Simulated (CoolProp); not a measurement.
R1224YDZ at several states: density (kg/m³) from the reference equation and from simpler models built on Tc = 428.7 K, pc = 3334 kPa, ω = 0.325; each cubic takes its own stable root.

Computed with CoolProp (reference Helmholtz-energy equation of state, Akasaka 2023).

```csv
T (K),p (kPa),phase,reference
211.4,65.6,liquid,1578
348.5,337,gas,18.73
343.8,184,gas,9.990
333.5,324,gas,19.06
360.9,176,gas,9.019
202.4,227,liquid,1600
```

**Question.** How far does each simpler model (van der Waals, Soave-Redlich-Kwong, Peng-Robinson) lie from the reference over these 6 states: mean and median of the absolute difference, and the worst?

**Answer.** 
- van der Waals: mean 25.2 %, median 3.3 %, worst -99.6 % at 211.4 K and 65.6 kPa
- Soave-Redlich-Kwong: mean 4.3 %, median 0.9 %, worst -11.8 % at 202.4 K and 227 kPa
- Peng-Robinson: mean 0.4 %, median 0.3 %, worst -0.9 % at 202.4 K and 227 kPa

At some of these states van der Waals gives the other phase, because its saturation line lies elsewhere.
